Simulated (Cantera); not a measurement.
Feed: 1 mol MgO, 0.93 mol C, 13 mol H2, 0.65 mol CO, at 17000 Pa.

Equilibrium computed with Cantera from the NASA thermochemical tables; the gas is ideal and each condensed phase is pure. Candidate condensed phases: C, C6H6, C7H8, C8H18, H2O, Mg, MgCO3, MgO, Mg(OH)2; 116 gas species. Kinetics and transport are ignored.

### Question
Which condensed phases are stable at each of these points (T (°C)): 1677, 1727, 1777, 1827, 1877, 1927, 1977, 2027, 2077, 2127, 2177, 2227?

### Answer
```
T (°C)  condensed phases  Mg condensed (%)
------  ----------------  ----------------
1677              MgO(s)               6.0
1727              MgO(s)               5.0
1777              MgO(s)               3.1
1827            gas only               0.0
1877            gas only               0.0
1927            gas only               0.0
1977            gas only               0.0
2027            gas only               0.0
2077            gas only               0.0
2127            gas only               0.0
2177            gas only               0.0
2227            gas only               0.0
```

From 1677 °C to 1777 °C the condensed part is MgO(s). From 1827 °C to 2227 °C nothing is condensed.
